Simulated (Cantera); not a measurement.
What does this Cantera script print?

```python
import numpy as np
import cantera as ct

gas = ct.Solution("gri30.yaml", transport_model="mixture-averaged")
show = ['CH3', 'H2', 'CO2']

rows = []
print(f"{'T/K':>7s}{'rho':>11s}{'cp':>10s}{'mu':>11s}{'lambda':>11s}{'Pr':>7s}" + "".join(f"{'D_' + s:>11s}" for s in show))
for T in [400, 500, 600, 700, 800, 900]:
    gas.TPX = T, 1000000, {'NO': 0.76}
    Pr = gas.cp_mass * gas.viscosity / gas.thermal_conductivity
    D = [gas.mix_diff_coeffs_mole[gas.species_index(s)] for s in show]
    rows.append([gas.density, gas.cp_mass, gas.viscosity, gas.thermal_conductivity, Pr, *D])
    print(f"{T:7g}{gas.density:11.4e}{gas.cp_mass:10.1f}{gas.viscosity:11.4e}"
          f"{gas.thermal_conductivity:11.4e}{Pr:7.3f}" + "".join(f"{d:11.4e}" for d in D))
print("SI units: kg/m3, J/kg/K, Pa s, W/m/K, m2/s")
```

It prints:

```
    T/K        rho        cp         mu     lambda     Pr      D_CH3       D_H2      D_CO2
    400 9.0222e+00     998.6 2.3120e-05 3.2415e-02  0.712 3.7534e-06 1.2827e-05 2.6443e-06
    500 7.2178e+00    1016.2 2.7036e-05 3.8811e-02  0.708 5.5292e-06 1.8660e-05 3.9284e-06
    600 6.0148e+00    1040.9 3.0618e-05 4.5123e-02  0.706 7.5566e-06 2.5306e-05 5.3988e-06
    700 5.1556e+00    1067.4 3.3953e-05 5.1279e-02  0.707 9.8184e-06 3.2714e-05 7.0420e-06
    800 4.5111e+00    1092.2 3.7097e-05 5.7252e-02  0.708 1.2302e-05 4.0845e-05 8.8475e-06
    900 4.0099e+00    1113.9 4.0086e-05 6.3038e-02  0.708 1.4995e-05 4.9667e-05 1.0807e-05
SI units: kg/m3, J/kg/K, Pa s, W/m/K, m2/s
```

Model: GRI-Mech 3.0 (53 species, 325 reactions), integrated in Cantera.
